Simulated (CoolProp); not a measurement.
Vapour-liquid equilibrium of ethane (1) + n-pentane (2) at 0.195 MPa; x and y are mole fractions of (1).

Model: multi-fluid Helmholtz-energy mixture model, Bücker 2006 and Thol 2019; pair parameters Kunz 2012, in CoolProp.

| x | bubble temperature (K) | y at the bubble point | dew temperature at overall composition x (K) | liquid density (mol/L) |
|---|---|---|---|---|
| 0.05 | 290.9 | 0.734 | 328.1 | 8.891 |
| 0.125 | 255.9 | 0.948 | 325.3 | 9.692 |
| 0.2 | 238.6 | 0.982 | 322.3 | 10.29 |
| 0.275 | 228.4 | 0.992 | 319.1 | 10.83 |
| 0.35 | 221.4 | 0.995 | 315.7 | 11.36 |
| 0.425 | 216.4 | 0.997 | 312.0 | 11.89 |
| 0.5 | 212.5 | 0.998 | 307.9 | 12.46 |
| 0.575 | 209.3 | 0.999 | 303.3 | 13.05 |
| 0.65 | 206.7 | 0.999 | 298.0 | 13.69 |
| 0.725 | 204.4 | 0.999 | 291.7 | 14.38 |
| 0.8 | 202.4 | 1.000 | 283.9 | 15.13 |
| 0.875 | 200.6 | 1.000 | 273.4 | 15.95 |
| 0.95 | 198.8 | 1.000 | 255.4 | 16.87 |

No azeotrope shows between x = 0.05 and 0.95.

Pair parameters are fitted to limited data, so mixtures are less certain than the pure fluids. The gap from Raoult's law changes sign with composition, which may be real or a fault of the pair parameters; it wasn't checked against measurements.
